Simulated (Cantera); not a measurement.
Mixture: CH₄ : C₂H₆ : C₃H₈ : O₂ : N₂ = 1 : 0.064 : 0.24 : 3.11 : 11.7 (molar parts), equivalence ratio 1.1, at 7.20 bar, adiabatic and at constant pressure. Ignition delay is the time to a rise of 400 K.

Model: GRI-Mech 3.0 (53 species, 325 reactions), integrated in Cantera. GRI-Mech 3.0 was tuned for natural gas; its chemistry of propane as a main component is partial and can be far from experiment.

Question: What does this change do: pressure from 7.20 bar to 18.0 bar?

Answer: 
```tsv
quantity	before	after
delay at 1300 K	0.438 ms	0.226 ms
delay at 1350 K	0.223 ms	0.120 ms
delay at 1400 K	0.119 ms	66.1 µs
delay at 1450 K	66.6 µs	37.7 µs
delay at 1500 K	39.5 µs	22.5 µs
delay at 1550 K	24.7 µs	14.0 µs
delay at 1600 K	16.2 µs	9.12 µs
apparent activation energy between 1500 and 1600 K	180 kJ/mol	180 kJ/mol
```
The pressure lies above the range GRI-Mech 3.0 was tuned for (to about 10 atm).
